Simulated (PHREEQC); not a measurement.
A made-up water analysis in mmol/kgw, 25 °C, pH 6.23:

```csv
constituent,mmol/kgw
Na,84.8
K,11.6
Ca,3.56
Mg,36
Cl,143
S(6),19.8
Alkalinity (meq/kgw),0.00628
Br,0.0283
Li,3.09
```

Valence states are taken as typed.

All values are PHREEQC results (Pitzer model, pitzer.dat), not measurements.

Task: The ionic strength comes out as 0.240 mol/kgw. What activity coefficients do K+, Li+, HCO3-, SO4-2, Na+ get?

Result: K+ 0.72, Li+ 0.77, HCO3- 0.71, SO4-2 0.17, Na+ 0.74. Single-ion values are on the MacInnes scale.

Precipitation was switched off in this run. Species that the database lacks are ignored.
